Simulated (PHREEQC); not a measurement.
Dissolve 0.11 mol NH3, 0.0034 mol Na2SiO3 and 0.00039 mol K2CO3 per kg of water at 25 °C. Closed to the air; pH follows from the charge balance.

All values are PHREEQC results (ion-association model, wateq4f.dat), not measurements.

```yaml
pH: 11.55
ionic_strength: 0.00859 mol/kgw
total_alkalinity: 118 meq/kg
```

```
species  molality  activity   log γ
-------  --------  --------  ------
NH3         0.109     0.109   0.000
Na+       0.00677   0.00615  -0.041
OH-       0.00396   0.00359  -0.043
H3SiO4-   0.00324   0.00294  -0.042
K+       0.000780  0.000707  -0.043
NH4+     0.000589  0.000535  -0.042
```

Precipitation was switched off in this run. Complexes and solids missing from the database can't appear.
